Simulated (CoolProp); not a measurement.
Vapour-liquid equilibrium of CHF3 (R23) (1) + CH2F2 (R32) (2) at 101 kPa; x and y are mole fractions of (1).

Values from CoolProp's multi-fluid Helmholtz-energy mixture model, Penoncello 2003 and Tillner-Roth 1997; pair parameters Bell 2016.

Question: Give the bubble temperature and the first vapour's composition at x = 0.125, 0.575, 0.725. Is there an azeotrope?

Answer: x = 0.125: -59.0 °C, y = 0.397; x = 0.575: -74.4 °C, y = 0.878; x = 0.725: -77.5 °C, y = 0.934. No azeotrope shows between x = 0.05 and 0.95.

Pair parameters are fitted to limited data, so mixtures are less certain than the pure fluids.
